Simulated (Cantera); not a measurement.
A closed system holds: 1 mol FeS, 4.5 mol SO₃, 0.063 mol O₂, 0.11 mol H₂S, equilibrated at 2100 Pa.

These are equilibrium values from Cantera (NASA tables, ideal gas, pure condensed phases), not measurements of a reactor. Candidate condensed phases: Fe, FeO, Fe(OH)₂, Fe(OH)₃, FeS, FeSO₄, FeS₂, Fe₂O₃, Fe₂(SO₄)₃, Fe₃O₄, H₂O, H₂SO₄, S; 22 gas species. Kinetics and transport are ignored. All values below are at 975 K.

Base state: SO₂ 0.884, SO₃ 0.0601, O₂ 0.0369, H₂O 0.0185 (mole fractions); condensed: Fe₂O₃(s).

### Question
What changes in the equilibrium state with this change: 0.24 mol H₂ added?

### Answer
```tsv
species	before	after
SO₂	0.884	0.874
H₂O	0.0185	0.0574
SO₃	0.0601	0.0463
O₂	0.0369	0.0224
Fe₂O₃(s), mol	0.500	0.500
```
